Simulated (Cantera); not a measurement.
Input (Python, Cantera):

```python
import numpy as np
import cantera as ct

gas = ct.Solution("gri30.yaml")
gas.TPX = 1348, 500000, {'CH4': 1, 'CO': 1, 'O2': 4.17, 'N2': 15.7}
reactor = ct.IdealGasConstPressureReactor(gas, energy="on", clone=False)
net = ct.ReactorNet([reactor])
net.rtol, net.atol = 1e-08, 1e-16
show = ['CH4', 'CO', 'O2', 'HCN', 'HO2', 'C2H2', 'C2H4']
times = np.geomspace(6e-06, 9, 11)

steps = ct.SolutionArray(gas, extra=["t"])
rows = []
print(f"{'t/s':>10s}{'T/K':>9s}{'P/Pa':>11s}" + "".join(f"{s:>11s}" for s in show))
for t in times:
    while net.time < t:
        t_next = net.step()
        steps.append(gas.state, t=t_next)
    rows.append([np.interp(t, steps.t, y) for y in (steps.T, steps.P, *steps(*show).X.T)])
    print(f"{t:10.3e}{rows[-1][0]:9.1f}{rows[-1][1]:11.4g}" + "".join(f"{x:11.3e}" for x in rows[-1][2:]))
rate = np.gradient(steps.T, steps.t)
print("integrator steps:", len(steps.t))
if steps.T.max() > steps.T[0] + 200:
    print(f"time of steepest temperature rise: {steps.t[rate.argmax()]:.4e} s")
gas.TPX = 1348, 500000, {'CH4': 1, 'CO': 1, 'O2': 4.17, 'N2': 15.7}
gas.equilibrate("HP")
print(f"equilibrium (HP): T = {gas.T:.1f} K  " + "  ".join(f"{s} {gas[s].X[0]:.3e}" for s in show))
```

Output:

```
       t/s      T/K       P/Pa        CH4         CO         O2        HCN        HO2       C2H2       C2H4
 6.000e-06   1348.0      5e+05  4.572e-02  4.572e-02  1.907e-01  1.755e-20  1.275e-07  1.111e-17  2.835e-12
 2.487e-05   1348.0      5e+05  4.572e-02  4.572e-02  1.907e-01  3.994e-19  3.666e-07  2.242e-15  3.611e-10
 1.031e-04   1348.1      5e+05  4.570e-02  4.572e-02  1.907e-01  1.481e-17  7.837e-07  2.012e-12  5.966e-08
 4.275e-04   1350.0      5e+05  4.536e-02  4.568e-02  1.904e-01  7.577e-16  3.115e-06  1.788e-09  4.984e-06
 1.773e-03   2530.3      5e+05  3.521e-18  6.058e-03  7.768e-02  8.267e-12  1.027e-05  6.236e-22  1.807e-27
 7.348e-03   2515.9      5e+05  3.176e-18  5.800e-03  7.338e-02  1.459e-11  9.501e-06  4.944e-22  1.468e-27
 3.047e-02   2510.3      5e+05  3.047e-18  5.704e-03  7.175e-02  1.618e-11  9.216e-06  4.502e-22  1.351e-27
 1.263e-01   2510.3      5e+05  3.047e-18  5.704e-03  7.174e-02  1.618e-11  9.215e-06  4.501e-22  1.350e-27
 5.236e-01   2510.3      5e+05  3.047e-18  5.704e-03  7.174e-02  1.618e-11  9.215e-06  4.501e-22  1.350e-27
 2.171e+00   2510.3      5e+05  3.047e-18  5.704e-03  7.174e-02  1.618e-11  9.215e-06  4.501e-22  1.350e-27
 9.000e+00   2510.3      5e+05  3.047e-18  5.704e-03  7.174e-02  1.618e-11  9.215e-06  4.501e-22  1.350e-27
integrator steps: 1998
time of steepest temperature rise: 1.3867e-03 s
equilibrium (HP): T = 2510.3 K  CH4 4.438e-18  CO 5.704e-03  O2 7.174e-02  HCN 1.618e-11  HO2 9.215e-06  C2H2 5.157e-22  C2H4 1.669e-27
```

Detailed kinetics in Cantera: GRI-Mech 3.0 (53 species, 325 reactions).
